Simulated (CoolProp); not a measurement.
The numbers come from the reference Helmholtz-energy equation of state, Thol 2017 in CoolProp.

Question: For octamethyltrisiloxane (MDM), give the phase and the density (kg/m³), cp (kJ/(kg K)), cv (kJ/(kg K)), speed of sound (m/s) at 421.6 K and 1590 kPa; 476.4 K and 1590 kPa.

Answer: 
- 421.6 K and 1590 kPa: liquid; density 687, cp 2.09, cv 1.78, speed of sound 542
- 476.4 K and 1590 kPa: liquid; density 616, cp 2.24, cv 1.91, speed of sound 385
